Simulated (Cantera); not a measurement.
**Thermodynamics of halide evaporation, hydrolysis and transport, feed CuF2 + H2O + N2**

Charge: 1 mol CuF2, 0.82 mol H2O, 0.82 mol N2, equilibrated at 0.700 bar.

Cantera equilibrium calculation (NASA polynomials, part measured and part estimated; ideal gas, pure solids and liquids). Candidate condensed phases: Cu, CuF2, CuO, Cu(OH)2, Cu2O, H2O; 45 gas species. The numbers say what is thermodynamically allowed, not how fast it happens.

```
T (K)   x HF   x N2   x CuF    x O2      x Cu    x CuF2     x H2O  n Cu2O(s)  n Cu2O(l)  n Cu(l)
-----  -----  -----  ------  ------  --------  --------  --------  ---------  ---------  -------
1473   0.564  0.282  0.0349  0.0746   1.34e-6    0.0446  0.000172      0.384          0        0
1573   0.554  0.277  0.0616  0.0766   1.02e-5    0.0304  0.000386          0      0.364        0
1673   0.543  0.272  0.0869  0.0783   5.64e-5    0.0173  0.000914          0      0.343        0
1773   0.534  0.269   0.106  0.0793  0.000256   0.00849   0.00239          0      0.325        0
1873   0.521  0.266   0.121  0.0794  0.000980   0.00413   0.00598          0      0.306        0
1973   0.500  0.262   0.137  0.0790   0.00327   0.00221    0.0128          0      0.278        0
2073   0.469  0.256   0.157  0.0786   0.00964   0.00132    0.0227          0      0.232        0
2173   0.426  0.247   0.179  0.0790    0.0255  0.000848    0.0345          0      0.160        0
2273   0.373  0.230   0.194  0.0885    0.0568  0.000573    0.0441          0          0    0.108
```
x: gas mole fraction; n: condensed amount in mol.

At 1473 K the condensed part is Cu2O(s). From 1573 K to 2173 K the condensed part is Cu2O(l). At 2273 K the condensed part is Cu(l). The main Cu-bearing gas is CuF2 at 1473 K and CuF at 2273 K. The share of Cu in condensed phases is highest at 1473 K (76.9 %) and lowest at 2273 K (10.8 %).
